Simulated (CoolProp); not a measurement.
Vapour-liquid equilibrium of benzene (1) + octamethylcyclotetrasiloxane (D4) (2) at 0.0129 MPa; x and y are mole fractions of (1).

Computed with CoolProp (multi-fluid Helmholtz-energy mixture model, Thol 2012 and Thol 2015; pair parameters Bell 2016).

```json
[
 {"x": "0.05", "bubble temperature, mixture model (°C)": "94.4", "bubble temperature, Raoult's law (°C)": "91.5", "y, mixture model": "0.488", "y, Raoult's law": "0.551"},
 {"x": "0.2", "bubble temperature, mixture model (°C)": "63.1", "bubble temperature, Raoult's law (°C)": "63.2", "y, mixture model": "0.906", "y, Raoult's law": "0.905"},
 {"x": "0.35", "bubble temperature, mixture model (°C)": "47.8", "bubble temperature, Raoult's law (°C)": "49.5", "y, mixture model": "0.968", "y, Raoult's law": "0.965"},
 {"x": "0.5", "bubble temperature, mixture model (°C)": "39.6", "bubble temperature, Raoult's law (°C)": "41.0", "y, mixture model": "0.985", "y, Raoult's law": "0.984"},
 {"x": "0.65", "bubble temperature, mixture model (°C)": "34.3", "bubble temperature, Raoult's law (°C)": "34.9", "y, mixture model": "0.992", "y, Raoult's law": "0.993"},
 {"x": "0.8", "bubble temperature, mixture model (°C)": "30.2", "bubble temperature, Raoult's law (°C)": "30.2", "y, mixture model": "0.996", "y, Raoult's law": "0.997"},
 {"x": "0.95", "bubble temperature, mixture model (°C)": "26.5", "bubble temperature, Raoult's law (°C)": "26.5", "y, mixture model": "0.999", "y, Raoult's law": "0.999"}
]
```

The largest gap from Raoult's law is +2.9 K in bubble temperature, at x = 0.05. No azeotrope shows between x = 0.05 and 0.95.

Pair parameters are fitted to limited data, so mixtures are less certain than the pure fluids. The gap from Raoult's law changes sign with composition, which may be real or a fault of the pair parameters; it wasn't checked against measurements.
